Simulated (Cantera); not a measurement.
# Halide evaporation, hydrolysis and transport: LiCl + H₂O + H₂

Feed: 1 mol LiCl, 0.4 mol H₂O, 0.97 mol H₂, held at 100 Torr.

Cantera equilibrium calculation (NASA polynomials, part measured and part estimated; ideal gas, pure solids and liquids). Candidate condensed phases: H₂O, Li, LiCl, LiH, LiOH, Li₂O; 25 gas species. The numbers say what is thermodynamically allowed, not how fast it happens.

At 873 K the condensed part is LiCl(s). From 948 K to 1248 K the condensed part is LiCl(l). From 1323 K to 1548 K nothing is condensed. The main Li-bearing gas is Li₂Cl₂ at 873 K and LiCl at 1548 K.

| T (K) | x H₂ | x LiCl | x H₂O | x Li₂Cl₂ | x HCl | n LiCl(s) | n LiCl(l) |
|---|---|---|---|---|---|---|---|
| 873 | 0.708 | 6.47e-5 | 0.292 | 0.000135 | 3.21e-6 | 0.999 | 0 |
| 948 | 0.707 | 0.000478 | 0.292 | 0.000811 | 1.19e-5 | 0 | 0.997 |
| 1023 | 0.704 | 0.00252 | 0.290 | 0.00343 | 4.35e-5 | 0 | 0.986 |
| 1098 | 0.692 | 0.0104 | 0.285 | 0.0116 | 0.000136 | 0 | 0.951 |
| 1173 | 0.659 | 0.0354 | 0.271 | 0.0329 | 0.000364 | 0 | 0.846 |
| 1248 | 0.576 | 0.103 | 0.237 | 0.0804 | 0.000827 | 0 | 0.544 |
| 1323 | 0.462 | 0.220 | 0.189 | 0.124 | 0.00149 | 0 | 0 |
| 1398 | 0.443 | 0.290 | 0.180 | 0.0812 | 0.00224 | 0 | 0 |
| 1473 | 0.429 | 0.343 | 0.174 | 0.0476 | 0.00311 | 0 | 0 |
| 1548 | 0.420 | 0.377 | 0.169 | 0.0261 | 0.00408 | 0 | 0 |
x: gas mole fraction; n: condensed amount in mol.
